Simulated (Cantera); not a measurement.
**Ignition delay**

Mixture: 34.7 % H2, 13.3 % O2, 52.0 % N2, equivalence ratio 1.3, at 0.553 atm, adiabatic and at constant pressure. Ignition delay is the time to a rise of 400 K.

Cantera simulation using the H2/O2 subset of GRI-Mech 3.0, which has no nitrogen chemistry; the numbers are that mechanism's predictions, not measurements. Where the delays flatten at high temperature, the 400 K rule measures the pace of heat release, not the induction time.

```
T0 (K)  delay (ms)
------  ----------
1248        0.0722
1323        0.0562
1398        0.0471
1473        0.0421
1548        0.0398
1623        0.0394
1698        0.0404
```
